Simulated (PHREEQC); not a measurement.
Solution (20 °C): 1.2 mol LiBr and 0.495 mol Na2SO4 per kg of water. Closed to the air; pH follows from the charge balance.

The numbers come from PHREEQC with the Pitzer model, pitzer.dat.

Precipitation was switched off in this run.

Q: Estimate the activity of water, density, osmotic coefficient.

A: activity of water 0.934; density 1.126 g/cm³; osmotic coefficient 0.971.

Complexes and solids missing from the database can't appear.
